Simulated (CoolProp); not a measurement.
Vapour-liquid equilibrium of o-xylene (1) + n-decane (2) at 0.88 kPa; x and y are mole fractions of (1).

Model: multi-fluid Helmholtz-energy mixture model, Zhou 2012 and Lemmon 2006; pair parameters Bell 2016, in CoolProp.

Give the bubble temperature and the first vapour's composition at x = 0.05, 0.35, 0.8. Is there an azeotrope?

x = 0.05: 47.5 °C, y = 0.174; x = 0.35: 36.8 °C, y = 0.705; x = 0.8: 27.6 °C, y = 0.949. No azeotrope shows between x = 0.05 and 0.95.

The pair parameters rest on a limited set of measurements; away from them the model extrapolates.
